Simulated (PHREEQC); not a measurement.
A solution holds 0.0026 mol/kgw FeSO4, 0.025 mol/kgw MgSO4 and 0.00091 mol/kgw HCl, at 25 °C. Closed to the air; pH follows from the charge balance.

Model: Pitzer model, pitzer.dat, run in PHREEQC.

The ionic strength comes out as 0.111 mol/kgw. What activity coefficients do Cl-, Fe+2, HSO4-, H+, SO4-2 get?

Cl- 0.76, Fe+2 0.30, HSO4- 0.77, H+ 0.77, SO4-2 0.27. Single-ion values are on the MacInnes scale.

Precipitation was switched off in this run.
